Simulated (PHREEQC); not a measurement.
Dissolve 0.1 mol NiCl2, 0.018 mol NaCl and 0.0012 mol FeSO4 per kg of water at 60 °C. Closed to the air; pH follows from the charge balance.

Model: ion-association model, wateq4f.dat, run in PHREEQC.

No solid was allowed to form.

### Question
Predict the pH, ionic strength.

### Answer
pH 5.26; ionic strength 0.288 mol/kgw.

### Question
In which forms is Ni present?

### Answer
Ni+2 85 %, NiCl+ 11 %, NiCl2 3.5 %, NiSO4 0.7 % of the Ni.

At this temperature some constants are extrapolated from 25 °C, and those without enthalpy data are left unchanged.
